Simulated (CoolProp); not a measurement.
Vapour pressure (MPa) of carbonyl sulfide: the reference equation beside estimates from Tc = 378.8 K, pc = 6.369 MPa, ω = 0.098.

Model: reference Helmholtz-energy equation of state, Lemmon 2006, in CoolProp. It is a short technical equation, of lower accuracy than the large ones.

```csv
T (K),reference,Lee-Kesler,Redlich-Kwong
201.2,0.03260,0.03201,0.03204
210.8,0.05552,[?],0.05654
220.4,0.08973,0.08855,0.09381
230,0.1387,[?],0.1477
239.6,0.2062,[?],0.2225
249.1,0.2954,0.2942,0.3214
258.7,0.4125,0.4119,0.4510
268.3,0.5614,0.5616,[?]
277.9,0.7470,0.7481,0.8180
287.5,0.9743,0.9764,1.065
297.1,1.248,1.251,1.359
306.7,1.575,1.578,1.706
316.2,1.954,1.958,2.104
325.8,2.401,2.404,2.567
```

Some entries are withheld; supply them.


- 210.8, Lee-Kesler: 0.05462
- 230, Lee-Kesler: 0.1373
- 239.6, Lee-Kesler: 0.2048
- 268.3, Redlich-Kwong: 0.6150

Absolute difference from the reference over all 14 rows, mean and median: Lee-Kesler 0.6 and 0.2 %, Redlich-Kwong 7.2 and 8.1 %.
